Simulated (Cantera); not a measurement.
Cantera run, input and output.

```python
import numpy as np
import cantera as ct

gas = ct.Solution("gri30.yaml")


def delay(T, t_max=10):
    gas.TPX = T, 80000, {'CH4': 1, 'O2': 1.43, 'N2': 5.37}
    reactor = ct.IdealGasConstPressureReactor(gas, clone=False)
    net = ct.ReactorNet([reactor])
    net.rtol, net.atol = 1e-8, 1e-16
    while net.time < t_max:
        t_old, T_old = net.time, reactor.T
        net.step()
        if reactor.T > T + 400:  # ignition: a rise of 400 K
            return t_old + (T + 400 - T_old) / (reactor.T - T_old) * (net.time - t_old)
    return np.nan


taus = []
for T in [1100, 1150, 1200, 1250, 1300, 1350]:
    taus.append(delay(T))
    print(f"T0 = {T:6g} K   tau = {taus[-1]:.4e} s")
```

Result:

```
T0 =   1100 K   tau = 3.0683e-01 s
T0 =   1150 K   tau = 1.4001e-01 s
T0 =   1200 K   tau = 6.6555e-02 s
T0 =   1250 K   tau = 3.2841e-02 s
T0 =   1300 K   tau = 1.6768e-02 s
T0 =   1350 K   tau = 8.8430e-03 s
```

Computed with Cantera and GRI-Mech 3.0 (53 species, 325 reactions).
